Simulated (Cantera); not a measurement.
Standard-state values (1 bar) from the NASA 1993 polynomials, evaluated with Cantera. Values are per mole of reaction as written; species without (g) are pure solids or liquids, kept so even where they would boil at 1 bar.

2 Na + SO2(g) ⇌ Na2S + O2(g), with ΔH° = -69.2 kJ and ΔS° = -49.3 J/K at 300 K.

Problem. How far is the shortcut ΔG° ≈ ΔH°(300 K) − T·ΔS°(300 K) from the full temperature-dependent value at 350, 400, 450, 500, 550, 600, 650, 700, 750, 800, 850 K?

Solution. 
```tsv
T (K)	shortcut (kJ)	full (kJ)	difference (kJ)	difference in log10 K	condensed phases
350	-52.0	-52.0	0.1	-0.01	Na(s), Na2S(s)
400	-49.5	-49.3	-0.2	0.03	Na(l), Na2S(s)
450	-47.0	-46.3	-0.7	0.08	Na(l), Na2S(s)
500	-44.6	-43.4	-1.2	0.12	Na(l), Na2S(s)
550	-42.1	-40.5	-1.6	0.15	Na(l), Na2S(s)
600	-39.7	-37.7	-2.0	0.17	Na(l), Na2S(s)
650	-37.2	-34.9	-2.3	0.19	Na(l), Na2S(s)
700	-34.7	-32.1	-2.6	0.20	Na(l), Na2S(s)
750	-32.3	-29.4	-2.9	0.20	Na(l), Na2S(s)
800	-29.8	-26.7	-3.1	0.20	Na(l), Na2S(s)
850	-27.3	-24.1	-3.2	0.20	Na(l), Na2S(s)
```
The shortcut ignores heat capacities and the phase changes listed.
